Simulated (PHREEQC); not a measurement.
Solution (25 °C): 0.07 mol CuSO4, 0.00037 mol (CH3)4NF and 0.0012 mol KHCO3 per kg of water. Closed to the air; pH follows from the charge balance.

Computed with PHREEQC (ion-association model, wateq4f.dat).

| quantity | before | after |
|---|---|---|
| pH | 5.10 | 4.70 |
| ionic strength (mol/kgw) | 0.152 | 0.148 |
| SO4-2 (mol/kgw) | 0.0381 | 0.0371 |
| Cu+2 (mol/kgw) | 0.0370 | 0.0359 |
| CuSO4 (mol/kgw) | 0.0318 | 0.0328 |
| K+ (mol/kgw) | 0.00111 | 0.00108 |
| SI of Cu(OH)2 (Cu(OH)2) | -0.32 | -0.29 |
| SI of Tenorite (CuO) | +0.70 | +0.73 |

Task: Which change was made?
A. (CH3)4NF from 0.00037 to 3.7e-05 mol/kgw
B. temperature from 25 to 50 °C
C. diluted 2-fold with water
D. (CH3)4NF left out

Result: B, temperature from 25 to 50 °C

This is a speciation only: nothing precipitates in the calculation. Some of these states are supersaturated (in Antlerite, Brochantite, Malachite, for instance). (CH3)4N+ isn't in the database: it is added as a free cation with an ion size of 4 Å. At this temperature some constants are extrapolated from 25 °C, and those without enthalpy data are left unchanged.
